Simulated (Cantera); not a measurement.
A diamond (100) surface in a fixed gas of H2 with x(CH4) = 0.015, x(H) = 0.00045, at 1275 K, 135 Torr; coverages are run to steady state.

Detailed kinetics in Cantera: the Harris–Goodwin 1993 mechanism for the reconstructed diamond (100) surface.

θ: site fractions in the mechanism's names (c6HH fully hydrogenated, c6H* and c6*H radical sites, c6** diradical, c6HM methylated).

```json
[
 {"x(CH3)": "1e-06", "growth (µm/h)": "0.0142", "θ c6HH": "0.478", "θ c6H*": "0.0415", "θ c6*H": "0.462", "θ c6**": "0.0184", "θ c6HM": "1.01e-5"},
 {"x(CH3)": "2.4e-06", "growth (µm/h)": "___", "θ c6HH": "0.478", "θ c6H*": "0.0415", "θ c6*H": "0.462", "θ c6**": "0.0184", "θ c6HM": "___"},
 {"x(CH3)": "5.7e-06", "growth (µm/h)": "0.0807", "θ c6HH": "0.478", "θ c6H*": "0.0415", "θ c6*H": "0.462", "θ c6**": "0.0183", "θ c6HM": "5.74e-5"},
 {"x(CH3)": "1.4e-05", "growth (µm/h)": "0.198", "θ c6HH": "0.478", "θ c6H*": "0.0415", "θ c6*H": "0.462", "θ c6**": "0.0183", "θ c6HM": "0.000141"},
 {"x(CH3)": "3.3e-05", "growth (µm/h)": "___", "θ c6HH": "0.477", "θ c6H*": "0.0414", "θ c6*H": "0.462", "θ c6**": "0.0182", "θ c6HM": "___"},
 {"x(CH3)": "7.8e-05", "growth (µm/h)": "1.09", "θ c6HH": "0.477", "θ c6H*": "0.0414", "θ c6*H": "0.461", "θ c6**": "0.0180", "θ c6HM": "0.000781"},
 {"x(CH3)": "0.00019", "growth (µm/h)": "2.59", "θ c6HH": "0.476", "θ c6H*": "0.0412", "θ c6*H": "0.460", "θ c6**": "0.0174", "θ c6HM": "0.00188"},
 {"x(CH3)": "0.00044", "growth (µm/h)": "5.70", "θ c6HH": "0.473", "θ c6H*": "0.0409", "θ c6*H": "0.456", "θ c6**": "0.0164", "θ c6HM": "0.00427"},
 {"x(CH3)": "0.0011", "growth (µm/h)": "12.7", "θ c6HH": "0.467", "θ c6H*": "0.0403", "θ c6*H": "0.449", "θ c6**": "0.0140", "θ c6HM": "0.0102"}
]
```

Complete the blanks.


- 2.4e-06, growth (µm/h): 0.0340
- 2.4e-06, θ c6HM: 2.42e-5
- 3.3e-05, growth (µm/h): 0.464
- 3.3e-05, θ c6HM: 0.000332
